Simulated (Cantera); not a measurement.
Mixture: CH₄ : O₂ : N₂ = 1 : 1.11 : 6.44 (molar parts), equivalence ratio 1.8, at 4.93 atm, adiabatic and at constant volume. Ignition delay is the time to a rise of 400 K.

Model: GRI-Mech 3.0 (53 species, 325 reactions), integrated in Cantera.

**Question.** What does this change do: pressure from 4.93 atm to 8.88 atm?

**Answer.** 
```
quantity                                                before       after
--------------------------------------------------  ----------  ----------
delay at 1250 K                                        10.3 ms     5.60 ms
delay at 1400 K                                        1.79 ms     1.05 ms
delay at 1550 K                                       0.363 ms    0.227 ms
delay at 1700 K                                        89.2 µs     57.1 µs
delay at 1850 K                                        28.0 µs     17.7 µs
apparent activation energy between 1700 and 1850 K  200 kJ/mol  200 kJ/mol
```
